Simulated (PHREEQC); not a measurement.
Synthetic water in mmol/kgw, 25 °C, pH 6.91, pe -0:

```
constituent           mmol/kgw
--------------------  --------
Na                        2.64
K                        0.189
Ca                       0.365
Mg                       0.515
Cl                        2.98
S(6)                     0.291
Alkalinity (meq/kgw)     0.944
B                       0.0115
Fe(2)                    0.077
Zn                      0.0439
F                     0.000993
```

Valence states are taken as typed.

Model: ion-association model, wateq4f.dat, run in PHREEQC.

Precipitation was switched off in this run.

Order these C species by the share of C that they hold, largest first: CO2, MgHCO3+, HCO3-, ZnHCO3+, FeHCO3+.

HCO3- (78 %), CO2 (20 %), FeHCO3+ (0.40 %), MgHCO3+ (0.33 %), ZnHCO3+ (0.27 %)

The pH is 6.91 and the ionic strength 0.00580 mol/kgw. The solution is supersaturated, for example in Siderite, so a real one may precipitate; this is no full list. Real BF4- forms and hydrolyses slowly; the run takes it at equilibrium. Fluoro complexes past AlF4- and FeF3 are missing from the database.
